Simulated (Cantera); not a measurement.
What does this Cantera script print?

```python
import numpy as np
import cantera as ct

gas = ct.Solution("gri30.yaml")
gas.TPX = 1223, 590, {'C2H6': 1, 'H2': 63}
reactor = ct.IdealGasConstPressureReactor(gas, energy="off", clone=False)
net = ct.ReactorNet([reactor])
net.rtol, net.atol = 1e-08, 1e-18
show = ['C2H6', 'H2', 'C2H2', 'C2H', 'C2H4', 'H', 'CH2']
times = np.geomspace(3e-05, 6, 15)

steps = ct.SolutionArray(gas, extra=["t"])
rows = []
print(f"{'t/s':>10s}{'T/K':>9s}{'P/Pa':>11s}" + "".join(f"{s:>11s}" for s in show))
for t in times:
    while net.time < t:
        t_next = net.step()
        steps.append(gas.state, t=t_next)
    rows.append([np.interp(t, steps.t, y) for y in (steps.T, steps.P, *steps(*show).X.T)])
    print(f"{t:10.3e}{rows[-1][0]:9.1f}{rows[-1][1]:11.4g}" + "".join(f"{x:11.3e}" for x in rows[-1][2:]))
rate = np.gradient(steps.T, steps.t)
print("integrator steps:", len(steps.t))
if steps.T.max() > steps.T[0] + 200:
    print(f"time of steepest temperature rise: {steps.t[rate.argmax()]:.4e} s")
gas.TPX = 1223, 590, {'C2H6': 1, 'H2': 63}
gas.equilibrate("TP")
print(f"equilibrium (TP): T = {gas.T:.1f} K  " + "  ".join(f"{s} {gas[s].X[0]:.3e}" for s in show))
```

It prints:

```
       t/s      T/K       P/Pa       C2H6         H2       C2H2        C2H       C2H4          H        CH2
 3.000e-05   1223.0        590  1.562e-02  9.844e-01  1.140e-19  1.325e-31  5.731e-12  6.277e-09  7.891e-17
 7.174e-05   1223.0        590  1.562e-02  9.844e-01  5.955e-18  4.118e-29  1.341e-10  3.322e-08  1.153e-15
 1.716e-04   1223.0        590  1.562e-02  9.844e-01  3.772e-16  1.337e-26  3.387e-09  1.608e-07  1.686e-14
 4.103e-04   1223.0        590  1.562e-02  9.844e-01  2.871e-14  4.303e-24  7.513e-08  6.623e-07  2.147e-13
 9.811e-04   1223.0        590  1.562e-02  9.844e-01  2.785e-12  1.408e-21  1.217e-06  2.211e-06  1.803e-12
 2.346e-03   1223.0        590  1.560e-02  9.844e-01  2.168e-10  3.072e-19  1.288e-05  6.172e-06  8.442e-12
 5.610e-03   1223.0        590  1.549e-02  9.843e-01  1.065e-08  3.744e-17  9.417e-05  1.529e-05  3.866e-11
 1.342e-02   1223.0        590  1.493e-02  9.842e-01  3.685e-07  2.968e-15  5.377e-04  3.498e-05  2.913e-10
 3.208e-02   1223.0        590  1.231e-02  9.835e-01  9.456e-06  1.605e-13  2.403e-03  7.365e-05  1.947e-09
 7.672e-02   1223.0        590  5.049e-03  9.807e-01  1.473e-04  4.349e-12  6.671e-03  1.278e-04  4.451e-09
 1.835e-01   1223.0        590  4.278e-04  9.788e-01  7.771e-04  1.787e-11  8.596e-03  9.933e-05  1.299e-09
 4.387e-01   1223.0        590  2.623e-05  9.787e-01  1.553e-03  1.499e-11  8.065e-03  4.168e-05  2.133e-10
 1.049e+00   1223.0        590  5.614e-06  9.787e-01  2.247e-03  9.167e-12  7.373e-03  1.762e-05  3.847e-11
 2.509e+00   1223.0        590  4.018e-06  9.787e-01  2.928e-03  5.767e-12  6.682e-03  8.506e-06  9.081e-12
 6.000e+00   1223.0        590  3.277e-06  9.788e-01  3.752e-03  4.800e-12  5.846e-03  5.526e-06  3.865e-12
integrator steps: 787
equilibrium (TP): T = 1223.0 K  C2H6 2.303e-07  H2 9.766e-01  C2H2 7.085e-03  C2H 6.403e-12  C2H4 3.451e-04  H 3.894e-06  CH2 2.567e-12
```

Cantera simulation using GRI-Mech 3.0 (53 species, 325 reactions); the numbers are that mechanism's predictions, not measurements. GRI-Mech 3.0 stops at C3 and has no aromatics, soot or wall deposition, so with more carbon than oxygen in the feed, carbon stays in small species such as C2H2 where larger ones or solid carbon would form. Radical loss at walls, strong at low pressure, is not modelled.
